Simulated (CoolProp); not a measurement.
Saturation properties of R236FA.

Model: reference Helmholtz-energy equation of state, Pan 2012, in CoolProp.

```csv
T (K),p (MPa),liquid density (kg/m³),enthalpy of vaporisation (kJ/kg),vapour Z,liquid conductivity (mW/(m K))
281.7,0.1512,1414,154.2,0.9383,77.9
287.5,0.1876,1395,151.2,0.9283,76.2
293.4,0.2314,1376,148.0,0.9170,74.5
299.2,0.2816,1356,144.7,0.9048,72.8
305.1,0.3409,1336,141.3,0.8913,71.1
310.9,0.4081,1315,137.8,0.8768,69.4
316.8,0.4863,1293,134.0,0.8608,67.8
322.6,(withheld),1271,130.2,0.8437,(withheld)
328.5,0.6746,1247,126.1,0.8249,64.5
334.4,0.7882,1223,121.8,(withheld),62.8
340.2,(withheld),1198,117.2,0.7829,61.2
346.1,1.056,1170,112.3,0.7591,59.5
351.9,1.211,1142,107.1,0.7336,57.9
357.8,1.387,1111,101.4,0.7055,56.2
```

Problem. Fill in the missing entries.

Solution. 
- 322.6, p (MPa): 0.5738
- 322.6, liquid conductivity (mW/(m K)): 66.1
- 334.4, vapour Z: 0.8045
- 340.2, p (MPa): 0.9134

It boils at 271.7 K under 1 atm.

Thermal conductivity comes from a separate model (Huber 2003), an estimate that may be off by 10 % or more.
